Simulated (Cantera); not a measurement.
Mixture: CO : H₂ : O₂ : N₂ = 1 : 0.58 : 0.658 : 4.08 (molar parts), at 1.09 atm, adiabatic and at constant volume. Ignition delay is the time to a rise of 400 K.

Computed with Cantera and GRI-Mech 3.0 (53 species, 325 reactions). Where the delays flatten at high temperature, the 400 K rule measures the pace of heat release, not the induction time.

Q: What does this change do: pressure from 1.09 atm to 0.987 atm?

A: 
| quantity | before | after |
|---|---|---|
| delay at 1175 K | 86.3 µs | 94.6 µs |
| delay at 1250 K | 61.3 µs | 67.9 µs |
| delay at 1325 K | 47.6 µs | 53.2 µs |
| delay at 1400 K | 39.7 µs | 44.6 µs |
| delay at 1475 K | 35.1 µs | 39.7 µs |
| delay at 1550 K | 32.6 µs | 37.3 µs |
